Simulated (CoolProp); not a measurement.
Model: reference Helmholtz-energy equation of state, Thol 2015, in CoolProp.

Task: For octamethylcyclotetrasiloxane (D4), give the phase and the density (kg/m³), cv (kJ/(kg K)), isothermal compressibility (1/MPa), expansivity (1/kK) at 45.55 °C and 75.1 bar.

Result: 
- 45.55 °C and 75.1 bar: liquid; density 939, cv 1.42, isothermal compressibility 0.00157, expansivity 1.14
